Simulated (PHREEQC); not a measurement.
A made-up water analysis in mg/L, 25 °C, pH 7.57, pe 9.8: Na 224; K 1.3; Ca 63; Mg 14.6; Cl 144; S(6) as SO4 106; Alkalinity as HCO3 491; Zn 0.102; N(5) as NO3 16.1; Li 0.056; O(0) (dissolved oxygen) 0.302; Pb 17.2.

Valence states are taken as typed.

All values are PHREEQC results (ion-association model, phreeqc.dat), not measurements.

Precipitation was switched off in this run.

### Question
Predict the ionic strength.

### Answer
ionic strength 0.0167 mol/kgw.

### Question
In which forms is C present?

### Answer
HCO3- 92 %, CO2 4.9 %, CaHCO3+ 1.0 %, PbCO3 0.9 % of the C.

The solution is supersaturated, for example in Cerussite, Pb(OH)2, so a real one may precipitate; this is no full list. Species that the database lacks are ignored. The database's zinc carbonate complexes are estimates, stronger than later reviews accept.
